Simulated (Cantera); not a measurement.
A closed system holds: 1 mol CH₂F₂, 7.1 mol H₂, at 7.50 Torr.

Method: chemical equilibrium by Gibbs-energy minimisation in Cantera with the NASA 1993 tables (ideal gas, pure condensed phases). Candidate condensed phases: C, C₆H₆, C₇H₈, C₈H₁₈; 110 gas species. Ions and electrons are included (thermal ionisation). Equilibrium is a limit: real reactors are often held back by kinetics, nucleation or transport.

Q: Which condensed phases are stable at each of these points (T (K)): 2500, 2750, 3000, 3250, 3500, 3750, 4000, 4250, 4500, 4750, 5000?

A: 
| T (K) | condensed phases | C condensed (%) |
|---|---|---|
| 2500 | C(graphite) | 86.3 |
| 2750 | C(graphite) | 64.0 |
| 3000 | gas only | 0.0 |
| 3250 | gas only | 0.0 |
| 3500 | gas only | 0.0 |
| 3750 | gas only | 0.0 |
| 4000 | gas only | 0.0 |
| 4250 | gas only | 0.0 |
| 4500 | gas only | 0.0 |
| 4750 | gas only | 0.0 |
| 5000 | gas only | 0.0 |

From 2500 K to 2750 K the condensed part is C(graphite). From 3000 K to 5000 K nothing is condensed.
